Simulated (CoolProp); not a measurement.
Vapour-liquid equilibrium of R1234ze(E) (1) + R227EA (2) at 3.53 kPa; x and y are mole fractions of (1).

The numbers come from the multi-fluid Helmholtz-energy mixture model, Thol 2016 and Lemmon 2016; pair parameters Bell 2023 in CoolProp.

| x | bubble temperature (°C) | y at the bubble point | dew temperature at overall composition x (°C) | liquid density (mol/L) |
|---|---|---|---|---|
| 0.05 | -73.7 | 0.063 | -73.7 | … |
| 0.15 | -74.0 | 0.182 | -73.9 | 10.46 |
| 0.25 | -74.3 | 0.295 | -74.2 | … |
| 0.35 | -74.6 | 0.400 | … | 10.90 |
| 0.45 | -74.9 | 0.500 | -74.7 | 11.14 |
| 0.55 | -75.1 | 0.595 | -75.0 | 11.38 |
| 0.65 | -75.3 | 0.687 | -75.2 | 11.64 |
| 0.75 | -75.5 | … | -75.4 | 11.90 |
| 0.85 | -75.6 | 0.865 | -75.6 | 12.18 |
| 0.95 | … | 0.954 | -75.7 | 12.48 |

Task: What belongs in the gaps?

Result: 
- 0.05, liquid density (mol/L): 10.26
- 0.25, liquid density (mol/L): 10.68
- 0.35, dew temperature at overall composition x (°C): -74.5
- 0.75, y at the bubble point: 0.776
- 0.95, bubble temperature (°C): -75.8

No azeotrope shows between x = 0.05 and 0.95.

The pair parameters rest on a limited set of measurements; away from them the model extrapolates.
